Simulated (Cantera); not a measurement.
Input (Python, Cantera):

```python
import numpy as np
import cantera as ct

gas = ct.Solution("h2o2.yaml")
gas.TPX = 575, 1000000, {'H2': 1, 'O2': 0.417, 'N2': 1.57}
inlet = ct.Reservoir(gas, clone=True)
gas.equilibrate("HP")  # start burning
reactor = ct.IdealGasConstPressureReactor(gas, energy="on", clone=False)
exhaust = ct.Reservoir(gas, clone=True)
tau = [0.02, 0.0097, 0.0046, 0.0022, 0.001, 0.00048, 0.00023, 0.00011, 5.1e-05, 2.4e-05, 1.1e-05][0]
for a, b in ((inlet, reactor), (reactor, exhaust)):
    ct.MassFlowController(a, b, mdot=lambda t: reactor.mass / tau)
net = ct.ReactorNet([reactor])
show = ['H2', 'O2', 'H2O2', 'H', 'H2O', 'HO2', 'OH']

rows = []
print(f"{'tau/s':>10s}{'T/K':>9s}" + "".join(f"{s:>11s}" for s in show))
for tau in [0.02, 0.0097, 0.0046, 0.0022, 0.001, 0.00048, 0.00023, 0.00011, 5.1e-05, 2.4e-05, 1.1e-05]:
    net.initial_time = 0.0
    net.advance(30 * tau)
    before = gas.X
    net.advance(40 * tau)
    drift = np.max(np.abs(gas.X - before) / (gas.X + 1e-9))
    rows.append([gas.T, *gas[show].X, drift])
    print(f"{tau:10.3e}{gas.T:9.1f}" + "".join(f"{x:11.3e}" for x in gas[show].X))
```

Result:

```
     tau/s      T/K         H2         O2       H2O2          H        H2O        HO2         OH
 2.000e-02   2589.4  6.509e-02  2.197e-04  1.275e-07  3.060e-03  3.194e-01  3.326e-07  3.429e-03
 9.700e-03   2588.4  6.513e-02  2.388e-04  1.333e-07  3.123e-03  3.192e-01  3.562e-07  3.493e-03
 4.600e-03   2586.2  6.520e-02  2.785e-04  1.454e-07  3.254e-03  3.190e-01  4.071e-07  3.623e-03
 2.200e-03   2582.0  6.535e-02  3.555e-04  1.693e-07  3.505e-03  3.184e-01  5.133e-07  3.872e-03
 1.000e-03   2573.6  6.565e-02  5.137e-04  2.186e-07  4.010e-03  3.174e-01  7.583e-07  4.357e-03
 4.800e-04   2560.1  6.615e-02  7.800e-04  3.003e-07  4.822e-03  3.157e-01  1.241e-06  5.101e-03
 2.300e-04   2538.7  6.697e-02  1.230e-03  4.307e-07  6.101e-03  3.130e-01  2.208e-06  6.184e-03
 1.100e-04   2506.9  6.825e-02  1.958e-03  6.175e-07  8.007e-03  3.090e-01  4.052e-06  7.605e-03
 5.100e-05   2459.6  7.020e-02  3.138e-03  8.710e-07  1.088e-02  3.032e-01  7.554e-06  9.366e-03
 2.400e-05   2395.3  7.287e-02  4.869e-03  1.175e-06  1.488e-02  2.956e-01  1.356e-05  1.120e-02
 1.100e-05   2306.2  7.652e-02  7.459e-03  1.562e-06  2.061e-02  2.854e-01  2.424e-05  1.289e-02
```

Model: the H2/O2 subset of GRI-Mech 3.0, which has no nitrogen chemistry, integrated in Cantera. The hydrogen kinetics of GRI-Mech 3.0 are dated; newer H2 mechanisms differ, most at raised pressure.
